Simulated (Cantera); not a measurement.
Charge: 1 mol MgO, 0.017 mol H₂, equilibrated at 1798.15 K and 13.0 Pa.

Equilibrium computed with Cantera from the NASA thermochemical tables; the gas is ideal and each condensed phase is pure. Candidate condensed phases: H₂O, Mg, MgO, Mg(OH)₂; 15 gas species. Kinetics and transport are ignored.

**Question.** What is the equilibrium state?

**Answer.** 
```
Item                                   Result
--------------------------------  -----------
x(H₂)                                   0.846
x(Mg)                                  0.0629
x(H₂O)                                 0.0628
x(H)                                   0.0284
x(OH)                                0.000139
x(MgOH)                               4.73e-5
x(MgH)                                8.92e-6
x(O)                                  3.61e-6
x(MgO)                                1.91e-6
n(MgO(s))                           0.999 mol
gas amount                        0.01842 mol
log10 activity of Mg(l) (absent)        -6.25
```
